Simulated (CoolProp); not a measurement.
Computed with CoolProp (reference Helmholtz-energy equation of state, de Reuck 1993).

Q: Give the vapour pressure (bar), liquid density (kg/m³), vapour Z, liquid viscosity (µPa s) of saturated methanol at 370.1, 377.6, 400.1 K.

A: 
| T (K) | p (bar) | liquid density (kg/m³) | vapour Z | liquid viscosity (µPa s) |
|---|---|---|---|---|
| 370.1 | 3.21 | 714 | 0.908 | 230 |
| 377.6 | 4.06 | 706 | 0.897 | 213 |
| 400.1 | 7.76 | 678 | 0.853 | 171 |

Viscosity comes from a separate model (Xiang 2006).
